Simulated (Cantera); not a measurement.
A freely propagating, adiabatic, planar premixed flame of CH₄ : CO : O₂ : N₂ = 1 : 1.3 : 2.65 : 9.96 (molar parts), equivalence ratio 1.0, unburnt at 425 K and 1.01 bar; mixture-averaged transport, grid criteria slope 0.08 and curve 0.16, no radiation.

Model: GRI-Mech 3.0 (53 species, 325 reactions), integrated in Cantera. Burning velocities carry a grid error of a few per cent, more on coarse grids.

**Question.** Predict: laminar burning velocity; thermal thickness; peak x(C₂H₆).

**Answer.** 
```
Quantity                      Value
------------------------  ---------
laminar burning velocity  86.6 cm/s
thermal thickness          0.353 mm
peak x(C₂H₆)               0.000387
```
